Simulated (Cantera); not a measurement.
A closed system holds: 1 mol Al(CH3)3, 0.61 mol O2, 51 mol N2, equilibrated at 13.3 mbar.

Cantera equilibrium calculation (NASA polynomials, part measured and part estimated; ideal gas, pure solids and liquids). Candidate condensed phases: Al, AlN, Al2O3, C, C6H6, C7H8, C8H18, H2O; 148 gas species. The feed counts by its element totals alone. Equilibrium is a limit: real reactors are often held back by kinetics, nucleation or transport.

Task: Which condensed phases are stable at each of these points (T (K)): 1523, 1573, 1623, 1673, 1723, 1773, 1823, 1873, 1923, 1973, 2023, 2073, 2123?

Result: 
```
T (K)      condensed phases  Al condensed (%)
-----  --------------------  ----------------
1523   AlN(s) + C(graphite)             100.0
1573   AlN(s) + C(graphite)             100.0
1623   AlN(s) + C(graphite)             100.0
1673   AlN(s) + C(graphite)             100.0
1723   AlN(s) + C(graphite)              99.8
1773   AlN(s) + C(graphite)              99.4
1823   AlN(s) + C(graphite)              98.0
1873   AlN(s) + C(graphite)              93.9
1923   AlN(s) + C(graphite)              82.3
1973   AlN(s) + C(graphite)              51.5
2023            C(graphite)               0.0
2073            C(graphite)               0.0
2123            C(graphite)               0.0
```

From 1523 K to 1973 K the condensed part is AlN(s) + C(graphite). From 2023 K to 2123 K the condensed part is C(graphite).
